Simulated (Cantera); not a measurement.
Mixture: C3H8 : O2 : N2 = 1 : 6.41 : 24.1 (molar parts), equivalence ratio 0.78, at 6.40 bar, adiabatic and at constant volume. Ignition delay is the time to a rise of 400 K.

Detailed kinetics in Cantera: GRI-Mech 3.0 (53 species, 325 reactions). GRI-Mech 3.0 was tuned for natural gas; its chemistry of propane as a main component is partial and can be far from experiment.

Q: At T0 = 1350 K, what is the delay, and which 7 reactions control it most (d ln τ / d ln k, from doubling and halving each rate constant)?

A: The delay is 0.160 ms.
| reaction | d ln τ / d ln k | faster rate |
|---|---|---|
| C2H5 + CH3 (+M) <=> C3H8 (+M) | -0.56 | shortens it |
| CH3 + HO2 <=> CH3O + OH | -0.32 | shortens it |
| 2 CH3 (+M) <=> C2H6 (+M) | 0.29 | lengthens it |
| C3H8 + H <=> C3H7 + H2 | 0.27 | lengthens it |
| H + O2 <=> O + OH | -0.25 | shortens it |
| C3H8 + OH <=> C3H7 + H2O | 0.22 | lengthens it |
| CH3O + O2 <=> CH2O + HO2 | -0.15 | shortens it |
